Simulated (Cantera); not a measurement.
Feed: 1 mol n-butane, 2.5 mol CO2, 0.84 mol H2, held at 950 K.

Method: chemical equilibrium by Gibbs-energy minimisation in Cantera with the NASA 1993 tables (ideal gas, pure condensed phases). Candidate condensed phases: C, C6H6, C7H8, C8H18, H2O; 110 gas species. Kinetics and transport are ignored.

**Question.** At 10500 Torr, list the 5 most abundant gas species with their mole fractions, and the condensed phases.

**Answer.** H2O 0.304, H2 0.262, CO2 0.184, CH4 0.161, CO 0.0887. Condensed: C(graphite).
